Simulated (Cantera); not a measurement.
Input (Python, Cantera):

```python
import numpy as np
import cantera as ct

gas = ct.Solution("gri30.yaml")
gas.TPX = 700, 1100000, {'CH4': 1, 'O2': 1.25, 'N2': 4.7, 'CO2': 2}
inlet = ct.Reservoir(gas, clone=True)
gas.equilibrate("HP")  # start burning
reactor = ct.IdealGasConstPressureReactor(gas, energy="on", clone=False)
exhaust = ct.Reservoir(gas, clone=True)
tau = [0.033, 0.018, 0.0095, 0.005, 0.0027, 0.0014, 0.00077, 0.00041, 0.00022, 0.00012, 6.2e-05, 3.3e-05, 1.8e-05][0]
for a, b in ((inlet, reactor), (reactor, exhaust)):
    ct.MassFlowController(a, b, mdot=lambda t: reactor.mass / tau)
net = ct.ReactorNet([reactor])
show = ['CH4', 'O2', 'CO2', 'C2H4', 'H2O', 'HCN', 'HCO']

rows = []
print(f"{'tau/s':>10s}{'T/K':>9s}" + "".join(f"{s:>11s}" for s in show))
for tau in [0.033, 0.018, 0.0095, 0.005, 0.0027, 0.0014, 0.00077, 0.00041, 0.00022, 0.00012, 6.2e-05, 3.3e-05, 1.8e-05]:
    net.initial_time = 0.0
    net.advance(30 * tau)
    before = gas.X
    net.advance(40 * tau)
    drift = np.max(np.abs(gas.X - before) / (gas.X + 1e-9))
    rows.append([gas.T, *gas[show].X, drift])
    print(f"{tau:10.3e}{gas.T:9.1f}" + "".join(f"{x:11.3e}" for x in gas[show].X))
```

It prints:

```
     tau/s      T/K        CH4         O2        CO2       C2H4        H2O        HCN        HCO
 3.300e-02   1745.9  7.311e-03  1.586e-03  2.076e-01  1.470e-04  1.697e-01  7.007e-07  2.003e-08
 1.800e-02   1743.4  8.534e-03  2.544e-03  2.103e-01  2.276e-04  1.680e-01  6.505e-07  2.724e-08
 9.500e-03   1735.4  1.004e-02  4.133e-03  2.130e-01  3.665e-04  1.653e-01  5.363e-07  4.066e-08
 5.000e-03   1719.1  1.197e-02  6.695e-03  2.157e-01  6.044e-04  1.609e-01  3.748e-07  6.592e-08
 2.700e-03   1690.8  1.468e-02  1.077e-02  2.187e-01  1.007e-03  1.540e-01  2.091e-07  1.146e-07
 1.400e-03   1626.0  2.042e-02  1.983e-02  2.238e-01  1.881e-03  1.391e-01  5.662e-08  2.383e-07
 7.700e-04    700.0  1.117e-01  1.397e-01  2.235e-01  8.846e-18  1.015e-14  1.128e-22  3.145e-26
 4.100e-04    700.0  1.117e-01  1.397e-01  2.235e-01 -5.127e-21  2.740e-15 -6.577e-26  8.817e-27
 2.200e-04    700.0  1.117e-01  1.397e-01  2.235e-01  4.485e-24  7.952e-16  3.404e-31  2.558e-27
 1.200e-04    700.0  1.117e-01  1.397e-01  2.235e-01  7.196e-25  2.364e-16 -5.093e-36  7.608e-28
 6.200e-05    700.0  1.117e-01  1.397e-01  2.235e-01  9.828e-26  6.301e-17  1.347e-40  2.030e-28
 3.300e-05    700.0  1.117e-01  1.397e-01  2.235e-01  1.458e-26  1.781e-17  2.272e-44  5.748e-29
 1.800e-05    700.0  1.117e-01  1.397e-01  2.235e-01  2.297e-27  5.276e-18  3.375e-40  1.708e-29
```

Cantera simulation using GRI-Mech 3.0 (53 species, 325 reactions); the numbers are that mechanism's predictions, not measurements.
